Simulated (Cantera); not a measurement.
An adiabatic, constant-volume homogeneous reactor starts with 3.44 % CH₄, 10.6 % O₂, 83.7 % N₂, 2.25 % H₂O, at 1348 K and 0.820 bar.

Model: GRI-Mech 3.0 (53 species, 325 reactions), integrated in Cantera.

### Question
Predict: time of steepest temperature rise; temperature at 1.00 s; equilibrium temperature; x(O₂) at 1.00 s; x(H₂O) at 1.00 s; x(NO) at 1.00 s; x(O) at 1.00 s; x(NO₂) at 1.00 s.

### Answer
| Property | Value |
|---|---|
| time of steepest temperature rise | 12.3 ms |
| temperature at 1.00 s | 2234 K |
| equilibrium temperature | 2234 K |
| x(O₂) at 1.00 s | 0.0340 (gas-phase equilibrium 0.0340) |
| x(H₂O) at 1.00 s | 0.0890 (gas-phase equilibrium 0.0890) |
| x(NO) at 1.00 s | 0.00566 (gas-phase equilibrium 0.00566) |
| x(O) at 1.00 s | 0.000532 (gas-phase equilibrium 0.000532) |
| x(NO₂) at 1.00 s | 3.23e-6 (gas-phase equilibrium 3.23e-6) |
